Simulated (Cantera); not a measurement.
# BaF₂ + O₂ + N₂ (halide evaporation, hydrolysis and transport)

Charge: 1 mol BaF₂, a varied amount of O₂, 170 mol N₂, equilibrated at 1675 °C and 0.133 bar.

These are equilibrium values from Cantera (NASA tables, ideal gas, pure condensed phases), not measurements of a reactor. Candidate condensed phases: Ba, BaF₂, BaO; 20 gas species. Equilibrium is a limit: real reactors are often held back by kinetics, nucleation or transport.

From 0.21 mol O₂ to 8.4 mol O₂ nothing is condensed. The main Ba-bearing gas is BaF₂ throughout.

| n(O₂) (mol) | x N₂ | x O₂ | x BaF₂ | x NO | x O |
|---|---|---|---|---|---|
| 0.21 | 0.993 | 0.000957 | 0.00584 | 0.000501 | 3.76e-5 |
| 0.38 | 0.992 | 0.00184 | 0.00583 | 0.000695 | 5.22e-5 |
| 0.71 | 0.990 | 0.00361 | 0.00582 | 0.000972 | 7.31e-5 |
| 1.3 | 0.986 | 0.00683 | 0.00580 | 0.00133 | 0.000101 |
| 2.4 | 0.979 | 0.0129 | 0.00576 | 0.00182 | 0.000138 |
| 4.5 | 0.967 | 0.0243 | 0.00569 | 0.00249 | 0.000190 |
| 8.4 | 0.946 | 0.0450 | 0.00557 | 0.00335 | 0.000258 |
x: gas mole fraction; nothing condenses.
